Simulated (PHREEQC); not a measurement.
Dissolve 0.11 mol/kgw HF, 0.062 mol/kgw NH4HF2 and 0.00045 mol/kgw H4SiO4 at 20 °C. Closed to the air; pH follows from the charge balance.

Equilibrium calculation in PHREEQC: ion-association model, phreeqc.dat.

```
Item                      Result
----------------  --------------
pH                          2.50
ionic strength    0.0662 mol/kgw
density              1.001 g/cm³
total alkalinity     -172 meq/kg
```

```tsv
species	molality	activity	log γ
HF	0.144	0.146	0.007
NH4+	0.0620	0.0484	-0.107
F-	0.0424	0.0336	-0.100
HF2-	0.0225	0.0181	-0.093
H+	0.00376	0.00317	-0.074
SiF6-2	0.000450	0.000194	-0.366
NH3	5.99e-9	6.08e-9	0.007
```

Precipitation was switched off in this run. Complexes and solids missing from the database can't appear. SiF6-2 is the database's only silicon fluoride.
